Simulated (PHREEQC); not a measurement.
Solution (65 °C): 0.0072 mol/kgw HF, 0.0091 mol/kgw KF, 9.5e-05 mol/kgw H2SiF6 and 0.0003 mol/kgw HCl. Closed to the air; pH follows from the charge balance.

All values are PHREEQC results (ion-association model, phreeqc.dat), not measurements.

Task: The ionic strength comes out as 0.00951 mol/kgw. What activity coefficients do HF2-, K+, H+, F-, SiF6-2 get?

Result: HF2- 0.90, K+ 0.90, H+ 0.91, F- 0.90, SiF6-2 0.65.

Precipitation was switched off in this run. Constants without temperature data keep their 25 °C values here. SiF6-2 is the database's only silicon fluoride.
